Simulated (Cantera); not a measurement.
ZrO2 + H2 (hydrogen reduction and annealing atmospheres)

A closed system holds: 1 mol ZrO2, 110 mol H2, held at 1523 K and 0.0490 bar.

Cantera equilibrium calculation (NASA polynomials, part measured and part estimated; ideal gas, pure solids and liquids). Candidate condensed phases: H2O, Zr, ZrO2; 12 gas species. Kinetics and transport are ignored.

```json
{
  "x(H2)": "1.000",
  "x(H)": "0.000104",
  "n(ZrO2(tetragonal))": "1.00 mol",
  "gas_amount": "110.0 mol"
}
```
